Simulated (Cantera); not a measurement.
Input (Python, Cantera) and output of one run.

```python
import numpy as np
import cantera as ct

gas_names = """
    Cr CrO CrO2 CrO3 H HO2 H2 H2O H2O2 O OH O2 O3
""".split()
cond_names = """
    Cr(cr) Cr(L) Cr2O3(s) Cr2O3(L) H2O(s) H2O(L)
""".split()


# ... load() reads the species with a 1 bar reference pressure and builds the phases ...
atoms = {
    'Cr2O3': {'Cr': 2, 'O': 3},
    'H2': {'H': 2},
}
top_T = {}  # K; cautious upper limits of use, not melting points


# ... equilibrate(T, P, feed) seeds the gas with the atoms and calls Mixture.equilibrate('TP', solver="vcs", rtol=1e-11, max_steps=5000) ...
results = []
T = 1125  # K
P = 27  # Pa
for m in [0.3, 0.55, 1, 1.8, 3.3, 6, 11, 20, 36, 65]:
    feed = {'Cr2O3': 1, 'H2': m}  # mol
    mix = equilibrate(T, P, feed)
    results.append((T, P, feed, dict(zip(mix.species_names, mix.species_moles))))

top = {s: max(r[3][s] / sum(r[3][g] for g in gas_names) for r in results) for s in gas_names}
cols = sorted((s for s in top if top[s] > 0.001), key=lambda s: -top[s])[:8]
seen = [c for c in cond_names if any(r[3].get(c, 0) > 1e-12 for r in results)]
print("log10 of partial pressures in bar; condensed amounts in mol")
print(f"{'n(H2)':>10s}" + "".join(f"{s[:9]:>10s}" for s in cols + seen))
for T, P, feed, n in results:
    ng = sum(n[g] for g in gas_names)
    print(f"{feed['H2']:10.4g}" + "".join(f"{np.log10(max(n[s] / ng * P / 1e5, 1e-99)):10.3f}" for s in cols)
          + "".join(f"{n.get(c, 0):10.4g}" for c in seen))
```

It prints:

```
log10 of partial pressures in bar; condensed amounts in mol
     n(H2)        H2    Cr(cr)  Cr2O3(s)
       0.3    -3.569 8.874e-06         1
      0.55    -3.569 1.627e-05         1
         1    -3.569 2.958e-05         1
       1.8    -3.569 5.325e-05         1
       3.3    -3.569 9.762e-05         1
         6    -3.569 0.0001775    0.9999
        11    -3.569 0.0003254    0.9998
        20    -3.569 0.0005916    0.9997
        36    -3.569  0.001065    0.9995
        65    -3.569  0.001923     0.999
```

Cantera equilibrium calculation (NASA polynomials, part measured and part estimated; ideal gas, pure solids and liquids). Mutual solubility and eutectic melting of coexisting phases are not modelled.
